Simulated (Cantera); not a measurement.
Input: 1 mol SiH2Cl2, 0.051 mol HCl, 16 mol H2, held at 10.0 mbar.

These are equilibrium values from Cantera (NASA tables, ideal gas, pure condensed phases), not measurements of a reactor. Candidate condensed phases: Si; 19 gas species. The tables' values for SiCl3 are old estimates; treat these amounts as uncertain. Kinetics and transport are ignored.

At 1048 K, list the 5 most abundant gas species with their mole fractions, and the condensed phases.

H2 0.943, HCl 0.0341, SiCl4 0.0150, SiHCl3 0.00425, SiCl2 0.00229. Condensed: Si(s).
